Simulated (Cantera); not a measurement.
Charge: 1 mol Al₂O₃, 0.13 mol O₂, held at 2300 Pa.

These are equilibrium values from Cantera (NASA tables, ideal gas, pure condensed phases), not measurements of a reactor. Candidate condensed phases: Al, Al₂O₃; 9 gas species. Rates play no part.

Task: Which condensed phases are stable at each of these points (T (K)): 1025, 1225, 1425, 1625, 1825, 2025, 2225, 2425?

Result: 
```csv
T (K),condensed phases,Al condensed (%)
1025,Al₂O₃(s),100.0
1225,Al₂O₃(s),100.0
1425,Al₂O₃(s),100.0
1625,Al₂O₃(s),100.0
1825,Al₂O₃(s),100.0
2025,Al₂O₃(s),100.0
2225,Al₂O₃(s),100.0
2425,Al₂O₃(l),100.0
```

From 1025 K to 2225 K the condensed part is Al₂O₃(s). At 2425 K the condensed part is Al₂O₃(l).
